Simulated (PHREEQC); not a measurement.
A solution holds 3.6 mmol/kgw NaOH, 5.5 mmol/kgw K2SiO3 and 0.425 mmol/kgw K2CO3, at 80 °C. Closed to the air; pH follows from the charge balance.

Computed with PHREEQC (ion-association model, wateq4f.dat).

```json
{
  "pH": "10.51",
  "ionic_strength": "0.0158 mol/kgw",
  "total_alkalinity": "15.5 meq/kg"
}
```

```
species   molality  activity   log γ
--------  --------  --------  ------
K+          0.0118    0.0103  -0.062
OH-        0.00918   0.00795  -0.063
H3SiO4-    0.00505   0.00438  -0.061
Na+        0.00350   0.00305  -0.060
CO3-2     0.000255  0.000149  -0.234
H4SiO4    0.000229  0.000230   0.002
H2SiO4-2  0.000222  0.000129  -0.234
NaCO3-    0.000100   8.78e-5  -0.058
HCO3-      6.98e-5   6.10e-5  -0.058
```

This is a speciation only: nothing precipitates in the calculation. Species that the database lacks are ignored. Constants without temperature data keep their 25 °C values here.
